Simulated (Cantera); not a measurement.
Feed: 1 mol trisilylamine, 0.28 mol NH3, 11 mol N2, held at 0.00133 bar.

Method: chemical equilibrium by Gibbs-energy minimisation in Cantera with the NASA 1993 tables (ideal gas, pure condensed phases). Candidate condensed phases: Si, Si3N4; 18 gas species. The feed counts by its element totals alone. The tables' values for SiN are old estimates; treat these amounts as uncertain. Gases not in the tables: Si2H6 and higher silanes. Kinetics and transport are ignored.

log p: log10 of the partial pressure in bar; n: condensed amount in mol.

```csv
T (°C),log p N2,log p H2,log p Si,log p H,log p Si2,log p SiH,log p SiN,n Si3N4(s),n Si(l)
1350,-3.05,-3.35,-7.01,-5.83,-9.75,-8.38,-8.63,1.000,0
1425,-3.03,-3.40,?,?,?,?,-7.91,0,2.99
1500,-3.03,-3.41,-5.67,-5.25,-7.93,-7.28,-7.51,0,2.97
1575,-3.03,-3.41,-5.20,-4.98,-7.36,-6.91,-7.13,0,2.91
1650,-3.04,-3.42,?,?,?,?,-6.79,0,2.77
1725,-3.05,-3.44,-4.37,-4.51,-6.36,-6.26,-6.48,0,2.41
1800,-3.07,-3.48,-4.00,-4.32,-5.91,-5.98,-6.19,0,1.54
1875,-3.11,-3.54,-3.72,-4.15,-5.63,-5.80,-6.01,0,0
```

Q: Fill in the missing entries.

A: 
- 1650, log p Si: -4.77
- 1650, log p H: -4.74
- 1650, log p Si2: -6.84
- 1650, log p SiH: -6.57
- 1425, log p Si: -6.18
- 1425, log p H: -5.54
- 1425, log p Si2: -8.54
- 1425, log p SiH: -7.69
